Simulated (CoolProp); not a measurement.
Vapour-liquid equilibrium of C2F6 (R116) (1) + R143a (2) at 0.291 MPa; x and y are mole fractions of (1).

Model: multi-fluid Helmholtz-energy mixture model, Lemmon 2006 and Lemmon and Jacobsen 2000; pair parameters Bell 2016, in CoolProp.

| x | bubble temperature, mixture model (K) | bubble temperature, Raoult's law (K) | y, mixture model | y, Raoult's law |
|---|---|---|---|---|
| 0.05 | 243.2 | 247.9 | 0.276 | 0.153 |
| 0.2 | 229.7 | 240.2 | 0.633 | 0.475 |
| 0.35 | 223.9 | 234.1 | 0.747 | 0.672 |
| 0.5 | 221.2 | 229.0 | 0.800 | 0.798 |
| 0.65 | 219.6 | 224.8 | 0.838 | 0.884 |
| 0.8 | 218.4 | 221.3 | 0.883 | 0.944 |
| 0.95 | 217.4 | 218.2 | 0.959 | 0.988 |

The largest gap from Raoult's law is -10.5 K in bubble temperature, at x = 0.2. No azeotrope shows between x = 0.05 and 0.95.

Pair parameters are fitted to limited data, so mixtures are less certain than the pure fluids.
